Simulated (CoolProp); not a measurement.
Vapour-liquid equilibrium of n-perfluorobutane (1) + R365MFC (2) at 370 kPa; x and y are mole fractions of (1).

Computed with CoolProp (multi-fluid Helmholtz-energy mixture model, Gao 2022 and Lemmon 2016; pair parameters Bell 2016).

### Question
Give the bubble temperature and the first vapour's composition at x = 0.45, 0.85, 0.95. Is there an azeotrope?

### Answer
x = 0.45: 315.4 K, y = 0.760; x = 0.85: 309.9 K, y = 0.898; x = 0.95: 309.0 K, y = 0.960. No azeotrope shows between x = 0.05 and 0.95.

Pair parameters are fitted to limited data, so mixtures are less certain than the pure fluids. With so large a gap from Raoult's law the liquid may split in two, which this calculation doesn't test in full.
